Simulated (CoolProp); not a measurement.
C2F6 (R116) along the isobar 14.8 MPa: Z from the reference equation and from simpler models built on Tc = 293.0 K, pc = 3.048 MPa, ω = 0.257; each cubic takes its own stable root.

Model: reference Helmholtz-energy equation of state, Lemmon 2006, in CoolProp. It is a short technical equation, of lower accuracy than the large ones.

```tsv
T (K)	phase	reference
257.4	liquid	0.6719
272.6	liquid	0.6653
287.9	liquid	0.6639
303.1	supercritical	0.6680
318.3	supercritical	0.6777
333.6	supercritical	0.6933
348.8	supercritical	0.7143
364.1	supercritical	0.7403
379.3	supercritical	0.7695
394.5	supercritical	0.8007
409.8	supercritical	0.8324
425	supercritical	0.8628
```

Q: How far does each simpler model (van der Waals, Redlich-Kwong, Soave-Redlich-Kwong) lie from the reference over these 12 states: mean and median of the absolute difference, and the worst?

A: 
- van der Waals: mean 19.4 %, median 19.3 %, worst +40.1 % at 257.4 K and 14.8 MPa
- Redlich-Kwong: mean 3.3 %, median 3.6 %, worst -5.9 % at 425 K and 14.8 MPa
- Soave-Redlich-Kwong: mean 5.1 %, median 5.6 %, worst +6.5 % at 379.3 K and 14.8 MPa
